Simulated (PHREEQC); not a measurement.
Consider water at 85 °C with 0.23 mol Cu(NO3)2 and 0.002 mol NaCl per kg of water. Closed to the air; pH follows from the charge balance.

The numbers come from PHREEQC with the ion-association model, phreeqc.dat.

Precipitation was switched off in this run.

Task: Predict the pH, density, activity of water.

Result: pH 3.40; density 1.002 g/cm³; activity of water 0.988.

Task: In which forms is Cl present?

Result: CuCl+ 58 %, Cl- 42 % of the Cl.

Complexes and solids missing from the database can't appear. At this temperature some constants are extrapolated from 25 °C, and those without enthalpy data are left unchanged.
